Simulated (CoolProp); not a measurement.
The numbers come from the reference Helmholtz-energy equation of state, Thol 2019 in CoolProp.

Q: For tetradecamethylhexasiloxane (MD4M), give the phase and the density (kg/m³), cp (kJ/(kg K)), speed of sound (m/s), expansivity (1/kK) at 451.3 K and 652 kPa; 485 K and 652 kPa; 501.9 K and 652 kPa.

A: 
- 451.3 K and 652 kPa: liquid; density 736, cp 2.04, speed of sound 544, expansivity 1.43
- 485 K and 652 kPa: liquid; density 700, cp 2.10, speed of sound 466, expansivity 1.60
- 501.9 K and 652 kPa: liquid; density 680, cp 2.13, speed of sound 427, expansivity 1.71
